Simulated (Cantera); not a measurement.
Input (Python, Cantera):

```python
import numpy as np
import cantera as ct

surf = ct.Interface("ptcombust.yaml", "Pt_surf")
gas = surf.adjacent["gas"]
gas.TPX = 300, 36000, {'H2': 0.015, 'O2': 0.16, 'N2': 0.79}
jet = ct.ImpingingJet(gas=gas, width=0.047, surface=surf)
jet.inlet.mdot, jet.inlet.T, jet.inlet.X = 0.036, 300, {'H2': 0.015, 'O2': 0.16, 'N2': 0.79}
jet.set_refine_criteria(ratio=10, slope=0.2, curve=0.3)
show, cover = ['H2', 'O2', 'H2O', 'OH'], ["PT(S)", "H(S)", "O(S)", "OH(S)", "CO(S)", "C(S)"]

rows = []
print(f"{'Ts/K':>7s}" + "".join(f"{s:>11s}" for s in show + cover) + "   (gas at the wall, coverages)")
for i, Ts in enumerate([600, 650, 700, 750, 800, 850, 900, 950]):
    jet.surface.T = Ts
    if i == 0:
        surf.TP = Ts, 36000
        surf.coverages = "PT(S):0.5, O(S):0.5"
        surf.advance_coverages(1.0)
        jet.set_initial_guess(products="inlet")
    jet.solve(loglevel=0, auto=(i == 0))
    rows.append([*(jet.X[gas.species_index(s), -1] for s in show), *surf[cover].coverages])
    print(f"{Ts:7g}" + "".join(f"{x:11.3e}" for x in rows[-1]))
```

Result:

```
   Ts/K         H2         O2        H2O         OH      PT(S)       H(S)       O(S)      OH(S)      CO(S)       C(S)   (gas at the wall, coverages)
    600  1.240e-03  1.506e-01  2.769e-02  9.300e-13  1.358e-02  4.403e-10  9.814e-01  5.009e-03 -1.089e-21 -2.344e-25
    650  1.209e-03  1.506e-01  2.756e-02  1.188e-11  1.461e-02  5.827e-10  9.820e-01  3.399e-03 -4.298e-21  4.870e-26
    700  1.047e-03  1.505e-01  2.770e-02  1.006e-10  1.779e-02  1.021e-09  9.796e-01  2.600e-03  8.733e-19  1.290e-30
    750  7.099e-04  1.502e-01  2.819e-02  5.688e-10  2.787e-02  2.769e-09  9.698e-01  2.359e-03  3.102e-22  1.330e-26
    800  4.319e-04  1.500e-01  2.858e-02  2.356e-09  4.895e-02  9.390e-09  9.487e-01  2.341e-03  1.034e-19  4.193e-28
    850  2.717e-04  1.498e-01  2.874e-02  8.033e-09  8.162e-02  2.925e-08  9.161e-01  2.314e-03  4.634e-20  7.650e-25
    900  1.839e-04  1.498e-01  2.878e-02  2.417e-08  1.243e-01  7.744e-08  8.735e-01  2.226e-03  2.311e-20  8.416e-24
    950  1.357e-04  1.498e-01  2.876e-02  6.491e-08  1.744e-01  1.767e-07  8.235e-01  2.089e-03  1.049e-18  4.011e-23
```

Model: Deutschmann's 1995 Pt surface mechanism with GRI-Mech 3.0 gas chemistry, integrated in Cantera. Catalytic surfaces can have several steady states; this one follows from the mechanism file's or the stated starting coverage.
